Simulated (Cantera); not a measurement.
Input: 1 mol SiHCl3, 0.039 mol HCl, 220 mol H2, equilibrated at 1475 K and 0.133 bar.

Method: chemical equilibrium by Gibbs-energy minimisation in Cantera with the NASA 1993 tables (ideal gas, pure condensed phases). Candidate condensed phases: Si; 19 gas species. The numbers say what is thermodynamically allowed, not how fast it happens.

Base state: H2 0.987, HCl 0.0126, SiCl2 0.000509, H 3.53e-5 (mole fractions); condensed: Si(s).

Problem. What changes in the equilibrium state with this change: SiHCl3 replaced by Si2Cl6?

Solution. 
```
species       before    after
----------  --------  -------
H2             0.987    0.975
HCl           0.0126   0.0233
SiCl2       0.000509  0.00176
SiCl3        6.94e-6  4.46e-5
SiHCl3       2.38e-6  1.52e-5
Si(s), mol     0.884     1.59
```
The feed counts by its element totals alone. The tables' values for SiCl3 are old estimates; treat these amounts as uncertain.
